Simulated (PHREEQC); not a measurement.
# Spent oxide etchant (model solution)

Dissolve 0.135 mol NH4HF2, 0.001 mol H2SiF6, 0.00115 mol H3PO4 and 0.0006 mol HCl per kg of water at 25 °C. Closed to the air; pH follows from the charge balance.

Equilibrium calculation in PHREEQC: ion-association model, phreeqc.dat.

Precipitation was switched off in this run.

**Question.** What pH does the model give?

**Answer.** pH 3.01.

**Question.** In which forms is P present?

**Answer.** H2PO4- 90 %, H3PO4 9.7 % of the P.

SiF6-2 is the database's only silicon fluoride.
